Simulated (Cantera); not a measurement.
# Equilibrium for oxide etching and cleaning by halides: SiO2 + HF + N2

A closed system holds: 1 mol SiO2, a varied amount of HF, 3.9 mol N2, at 1525 K and 1.00 bar.

These are equilibrium values from Cantera (NASA tables, ideal gas, pure condensed phases), not measurements of a reactor. Candidate condensed phases: H2O, Si, SiO2, Si2N2O, Si3N4; 58 gas species. The tables hold silica as quartz up to 1696 K and as liquid above; real silica turns to tridymite and cristobalite and melts near 1996 K. Gases not in the tables: Si(OH)4. Rates play no part.

| n(HF) (mol) | x HF | x N2 | x H2O | x SiF4 | x H2 | x O2 | x OH | n SiO2(β-quartz) |
|---|---|---|---|---|---|---|---|---|
| 6.2 | 0.390 | 0.412 | 0.132 | 0.0662 | 6.84e-5 | 2.59e-5 | 1.17e-5 | 0.373 |
| 8.4 | 0.431 | 0.341 | 0.152 | 0.0758 | 7.43e-5 | 2.88e-5 | 1.29e-5 | 0.133 |
| 11 | 0.504 | 0.281 | 0.144 | 0.0719 | 7.14e-5 | 2.80e-5 | 1.25e-5 | 0 |
| 13 | 0.566 | 0.245 | 0.126 | 0.0629 | 6.53e-5 | 2.56e-5 | 1.14e-5 | 0 |
| 15 | 0.614 | 0.218 | 0.112 | 0.0559 | 6.03e-5 | 2.37e-5 | 1.06e-5 | 0 |
| 17 | 0.653 | 0.196 | 0.100 | 0.0502 | 5.61e-5 | 2.21e-5 | 9.84e-6 | 0 |
| 19 | 0.685 | 0.178 | 0.0913 | 0.0457 | 5.26e-5 | 2.08e-5 | 9.24e-6 | 0 |
| 21 | 0.711 | 0.163 | 0.0836 | 0.0418 | 4.96e-5 | 1.96e-5 | 8.71e-6 | 0 |
| 24 | 0.743 | 0.145 | 0.0743 | 0.0372 | 4.58e-5 | 1.82e-5 | 8.06e-6 | 0 |
| 26 | 0.761 | 0.135 | 0.0692 | 0.0346 | 4.36e-5 | 1.73e-5 | 7.68e-6 | 0 |
| 28 | 0.777 | 0.126 | 0.0647 | 0.0324 | 4.17e-5 | 1.66e-5 | 7.35e-6 | 0 |
x: gas mole fraction; n: condensed amount in mol.

From 6.2 mol HF to 8.4 mol HF the condensed part is SiO2(β-quartz). From 11 mol HF to 28 mol HF nothing is condensed.
